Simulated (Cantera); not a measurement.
Charge: 1 mol Si₃N₄, a varied amount of HCl, 12 mol H₂, held at 477 °C and 9.00 Torr.

Method: chemical equilibrium by Gibbs-energy minimisation in Cantera with the NASA 1993 tables (ideal gas, pure condensed phases). Candidate condensed phases: NH₄Cl, Si, Si₃N₄; 28 gas species. Kinetics and transport are ignored.

Problem. At 4.2 mol HCl, list the 5 most abundant gas species with their mole fractions, and the condensed phases.

Solution. H₂ 0.775, HCl 0.199, SiCl₄ 0.0154, N₂ 0.0103, SiHCl₃ 2.71e-5. Condensed: Si₃N₄(s).
